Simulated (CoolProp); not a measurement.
Computed with CoolProp (reference Helmholtz-energy equation of state, Lemmon 2005). It is a short technical equation, of lower accuracy than the large ones.

**Question.** Give the vapour pressure (bar), liquid density (kg/m³), vapour density (kg/m³), liquid cp (kJ/(kg K)) of saturated trans-2-butene at 250.3, 265.8, 273.5 K.

**Answer.** 
```json
[
 {"T (K)": "250.3", "p (bar)": "0.371", "liquid density (kg/m³)": "652", "vapour density (kg/m³)": "1.02", "liquid cp (kJ/(kg K))": "2.14"},
 {"T (K)": "265.8", "p (bar)": "0.732", "liquid density (kg/m³)": "636", "vapour density (kg/m³)": "1.92", "liquid cp (kJ/(kg K))": "2.19"},
 {"T (K)": "273.5", "p (bar)": "0.993", "liquid density (kg/m³)": "627", "vapour density (kg/m³)": "2.56", "liquid cp (kJ/(kg K))": "2.22"}
]
```
